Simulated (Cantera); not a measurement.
A Cantera script and its output.

```python
import numpy as np
import cantera as ct

gas = ct.Solution("gri30.yaml")
gas.TPX = 1125, 1000000, {'CO': 0.0062, 'O2': 0.02, 'H2O': 0.0066, 'N2': 1}
reactor = ct.IdealGasConstPressureReactor(gas, energy="off", clone=False)
net = ct.ReactorNet([reactor])
net.rtol, net.atol = 1e-08, 1e-18
show = ['CO', 'O2', 'H2O', 'HO2', 'H2', 'NO']
times = np.geomspace(0.0001, 10, 12)

steps = ct.SolutionArray(gas, extra=["t"])
rows = []
print(f"{'t/s':>10s}{'T/K':>9s}{'P/Pa':>11s}" + "".join(f"{s:>11s}" for s in show))
for t in times:
    while net.time < t:
        t_next = net.step()
        steps.append(gas.state, t=t_next)
    rows.append([np.interp(t, steps.t, y) for y in (steps.T, steps.P, *steps(*show).X.T)])
    print(f"{t:10.3e}{rows[-1][0]:9.1f}{rows[-1][1]:11.4g}" + "".join(f"{x:11.3e}" for x in rows[-1][2:]))
rate = np.gradient(steps.T, steps.t)
print("integrator steps:", len(steps.t))
if steps.T.max() > steps.T[0] + 200:
    print(f"time of steepest temperature rise: {steps.t[rate.argmax()]:.4e} s")
gas.TPX = 1125, 1000000, {'CO': 0.0062, 'O2': 0.02, 'H2O': 0.0066, 'N2': 1}
gas.equilibrate("TP")
print(f"equilibrium (TP): T = {gas.T:.1f} K  " + "  ".join(f"{s} {gas[s].X[0]:.3e}" for s in show))
```

Output:

```
       t/s      T/K       P/Pa         CO         O2        H2O        HO2         H2         NO
 1.000e-04   1125.0      1e+06  6.003e-03  1.936e-02  6.390e-03  7.048e-10  5.003e-12  3.113e-18
 2.848e-04   1125.0      1e+06  6.003e-03  1.936e-02  6.390e-03  4.746e-09  3.986e-11  2.021e-17
 8.111e-04   1125.0      1e+06  6.003e-03  1.936e-02  6.390e-03  2.619e-08  3.187e-10  1.277e-16
 2.310e-03   1125.0      1e+06  6.002e-03  1.936e-02  6.390e-03  2.153e-07  4.506e-09  2.312e-15
 6.579e-03   1125.0      1e+06  5.942e-03  1.933e-02  6.388e-03  3.389e-06  4.454e-07  8.359e-13
 1.874e-02   1125.0      1e+06  5.471e-03  1.910e-02  6.385e-03  4.005e-06  4.101e-06  1.563e-11
 5.337e-02   1125.0      1e+06  4.332e-03  1.854e-02  6.387e-03  3.630e-06  6.707e-06  1.122e-10
 1.520e-01   1125.0      1e+06  2.405e-03  1.760e-02  6.396e-03  2.666e-06  4.245e-06  4.648e-10
 4.329e-01   1125.0      1e+06  7.205e-04  1.677e-02  6.405e-03  1.282e-06  1.156e-06  8.283e-10
 1.233e+00   1125.0      1e+06  1.128e-04  1.647e-02  6.409e-03  3.542e-07  1.790e-07  8.294e-10
 3.511e+00   1125.0      1e+06  6.845e-06  1.642e-02  6.410e-03  3.963e-08  1.475e-08  2.156e-09
 1.000e+01   1125.0      1e+06  1.371e-10  1.641e-02  6.410e-03  3.642e-10  3.699e-11  9.712e-09
integrator steps: 1301
equilibrium (TP): T = 1125.0 K  CO 3.968e-11  O2 1.640e-02  H2O 6.410e-03  HO2 3.664e-10  H2 3.841e-11  NO 3.311e-05
```

Cantera simulation using GRI-Mech 3.0 (53 species, 325 reactions); the numbers are that mechanism's predictions, not measurements.
